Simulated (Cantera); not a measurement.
Input: 1 mol Pb, 8.1 mol H2, equilibrated at 425 °C and 0.00133 bar.

Equilibrium computed with Cantera from the NASA thermochemical tables; the gas is ideal and each condensed phase is pure. Candidate condensed phases: Pb; 4 gas species. The numbers say what is thermodynamically allowed, not how fast it happens.

Problem. What is the equilibrium state?

Solution. 
```
Item           Result
----------  ---------
x(H2)           1.000
n(Pb(l))    1.000 mol
gas amount  8.100 mol
```
